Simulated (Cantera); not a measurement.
Input: 1 mol borazine, 0.5 mol N2, equilibrated at 773.15 K and 41.3 Torr.

These are equilibrium values from Cantera (NASA tables, ideal gas, pure condensed phases), not measurements of a reactor. Candidate condensed phases: B, BN; 15 gas species. The feed counts by its element totals alone. Equilibrium is a limit: real reactors are often held back by kinetics, nucleation or transport.

Base state: H2 0.857, N2 0.143, NH3 6.52e-5 (mole fractions); condensed: BN(s).

Question: What changes in the equilibrium state with this change: temperature from 773.15 K to 2375 K?

Answer: 
| species | before | after |
|---|---|---|
| H2 | 0.857 | 0.697 |
| N2 | 0.143 | 0.250 |
| H | <1e-9 | 0.0502 |
| BH2 | <1e-9 | 0.00193 |
| B | <1e-9 | 0.000445 |
| BH | <1e-9 | 6.25e-5 |
| BN | <1e-9 | 2.50e-5 |
| BH3 | <1e-9 | 1.07e-5 |
| NH3 | 6.52e-5 | 1.91e-7 |
| BN(s), mol | 3.00 | 1.93 |
| B(l), mol | 0 | 1.06 |
Mutual solubility and eutectic melting of coexisting phases are not modelled. The tables' values for BH2 are old estimates; treat these amounts as uncertain. Gases not in the tables: B2H6 and higher boranes.
